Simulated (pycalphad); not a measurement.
CALPHAD calculation (pycalphad, COST 507 light-alloy database (1999)), 1 atm. The database dates from 1999; later assessments differ in places, in temperatures and in the compounds included.

Si-5Sn (at.%): equilibrium cooling sequence

```json
[
 {"T (K)": "1667.5", "phases above": "liquid", "phases below": "diamond (Si) + liquid"},
 {"T (K)": "505.0", "phases above": "diamond (Si) + liquid", "phases below": "bct (Sn) + diamond (Si)"}
]
```

Changes were sought between steps of 50 K, so a narrower field can be missed.
